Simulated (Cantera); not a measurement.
Input: 1 mol Si2H6, 2.9 mol O2, 3.8 mol H2, 0.39 mol H2O, equilibrated at 0.0133 bar.

Cantera equilibrium calculation (NASA polynomials, part measured and part estimated; ideal gas, pure solids and liquids). Candidate condensed phases: H2O, Si, SiO2; 18 gas species. The feed counts by its element totals alone. The tables hold silica as quartz up to 1696 K and as liquid above; real silica turns to tridymite and cristobalite and melts near 1996 K. Equilibrium is a limit: real reactors are often held back by kinetics, nucleation or transport.

log p: log10 of the partial pressure in bar; n: condensed amount in mol.

```
T (K)  log p H2  log p H2O  log p H  log p SiO  n SiO2(α-quartz)  n SiO2(β-quartz)  n SiO2(condensed)
-----  --------  ---------  -------  ---------  ----------------  ----------------  -----------------
575       -2.03      -2.39     <-13       <-13              2.00                 0                  0
725       -2.03      -2.39     <-13       <-13              2.00                 0                  0
875       -2.03      -2.39   -11.32       <-13                 0              2.00                  0
1025      -2.03      -2.39    -9.38       <-13                 0              2.00                  0
1175      -2.03      -2.39    -7.93          …                 0              2.00                  0
1325      -2.03      -2.39    -6.80          …                 0              2.00                  0
1475      -2.03      -2.39    -5.90          …                 0              2.00                  0
1625      -2.03      -2.39    -5.17          …                 0              2.00                  0
1775      -2.03      -2.39    -4.56          …                 0                 0               2.00
1925      -2.04      -2.39    -4.04          …                 0                 0               1.97
```

Q: Some entries are withheld; supply them.

A: 
- 1175, log p SiO: -13.66
- 1325, log p SiO: -10.91
- 1475, log p SiO: -8.73
- 1625, log p SiO: -6.96
- 1775, log p SiO: -5.52
- 1925, log p SiO: -4.32
